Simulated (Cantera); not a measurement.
**Equilibrium for roasting and sulfation: Fe₂O₃ + H₂S + O₂**

Feed: 1 mol Fe₂O₃, 1.8 mol H₂S, 0.53 mol O₂, equilibrated at 0.0100 bar.

Cantera equilibrium calculation (NASA polynomials, part measured and part estimated; ideal gas, pure solids and liquids). Candidate condensed phases: Fe, FeO, Fe(OH)₂, Fe(OH)₃, FeS, FeSO₄, FeS₂, Fe₂O₃, Fe₂(SO₄)₃, Fe₃O₄, H₂O, H₂SO₄, S; 22 gas species. Metal and sulfide melt together well below either melting point, which pure phases cannot show. Mutual solubility and eutectic melting of coexisting phases are not modelled. The tables' stoichiometric FeO is somewhat more stable than real wüstite, so its field is too wide. FeO, FeS: taken at fixed stoichiometry. Gases not in the tables: S₃ to S₇. Equilibrium is a limit: real reactors are often held back by kinetics, nucleation or transport.

From 898 K to 1198 K the condensed part is FeS(s) + Fe₃O₄(s). From 1248 K to 1298 K the condensed part is FeO(s) + FeS(s).

```
T (K)  x H₂O  x SO₂    x S₂     x H₂    x H₂S      x SO     x S₂O      x SH  n FeS(s)  n Fe₃O₄(s)  n FeO(s)
-----  -----  -----  ------  -------  -------  --------  --------  --------  --------  ----------  --------
898    0.738  0.239  0.0115  0.00189  0.00936   6.33e-6  0.000333   1.38e-6      1.15       0.284         0
948    0.735  0.236  0.0150  0.00324  0.00973   1.59e-5  0.000393   3.49e-6      1.13       0.288         0
998    0.732  0.233  0.0190  0.00526   0.0101   3.63e-5  0.000456   8.06e-6      1.12       0.293         0
1048   0.727  0.230  0.0236  0.00818   0.0104   7.65e-5  0.000521   1.72e-5      1.10       0.299         0
1098   0.721  0.226  0.0287   0.0122   0.0107  0.000151  0.000586   3.42e-5      1.09       0.305         0
1148   0.714  0.222  0.0342   0.0176   0.0109  0.000279  0.000652   6.39e-5      1.06       0.312         0
1198   0.704  0.219  0.0402   0.0245   0.0111  0.000489  0.000717  0.000113      1.04       0.320         0
1248   0.658  0.238  0.0577   0.0317   0.0120  0.000911  0.000966  0.000208     0.855           0      1.15
1298   0.637  0.225  0.0776   0.0437   0.0137   0.00150   0.00116  0.000373     0.767           0      1.23
```
x: gas mole fraction; n: condensed amount in mol.
